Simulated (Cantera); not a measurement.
Feed: 1 mol Cr, 0.28 mol NH3, 0.51 mol N2, at 10.0 mbar.

Method: chemical equilibrium by Gibbs-energy minimisation in Cantera with the NASA 1993 tables (ideal gas, pure condensed phases). Candidate condensed phases: Cr, CrN, Cr2N; 11 gas species. Rates play no part.

x: gas mole fraction; n: condensed amount in mol.

| T (K) | x N2 | x H2 | x Cr | x H | n Cr2N(s) | n Cr(s) |
|---|---|---|---|---|---|---|
| 1325 | 0.488 | 0.512 | 9.09e-7 | 1.17e-5 | 0.500 | 0 |
| 1400 | 0.607 | 0.393 | ? | ? | 0 | 1.000 |
| 1475 | 0.607 | 0.392 | 3.33e-5 | 8.13e-5 | 0 | 1.000 |
| 1550 | 0.607 | 0.392 | 0.000152 | 0.000197 | 0 | 1.000 |
| 1625 | 0.607 | 0.392 | 0.000600 | 0.000442 | 0 | 0.999 |
| 1700 | 0.606 | 0.391 | 0.00209 | 0.000921 | 0 | 0.998 |
| 1775 | 0.603 | 0.389 | 0.00649 | 0.00180 | 0 | 0.993 |
| 1850 | 0.595 | 0.383 | 0.0184 | 0.00333 | 0 | 0.980 |
| 1925 | 0.577 | 0.370 | 0.0476 | 0.00581 | 0 | 0.946 |
| 2000 | 0.535 | 0.341 | 0.114 | 0.00950 | 0 | 0.861 |
| 2075 | 0.447 | 0.282 | 0.257 | 0.0141 | 0 | 0.626 |
| 2150 | 0.311 | 0.192 | 0.479 | ? | 0 | 0 |
| 2225 | 0.310 | 0.186 | 0.476 | 0.0279 | 0 | 0 |

Task: What belongs in the gaps?

Result: 
- 1400, x Cr: 6.17e-6
- 1400, x H: 3.05e-5
- 2150, x H: 0.0185
